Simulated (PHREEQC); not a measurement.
Dissolve 0.11 mol Pb(NO3)2 and 0.0012 mol Na2SO4 per kg of water at 25 °C. Closed to the air; pH follows from the charge balance.

All values are PHREEQC results (ion-association model, phreeqc.dat), not measurements.

This is a speciation only: nothing precipitates in the calculation.

Question: What pH, ionic strength does the model give?

Answer: pH 4.32; ionic strength 0.240 mol/kgw.

Question: In which forms is N present?

Answer: NO3- 79 %, PbNO3+ 21 % of the N.

Saturation is exceeded, for instance for Anglesite; the values hold only as long as no solid forms.
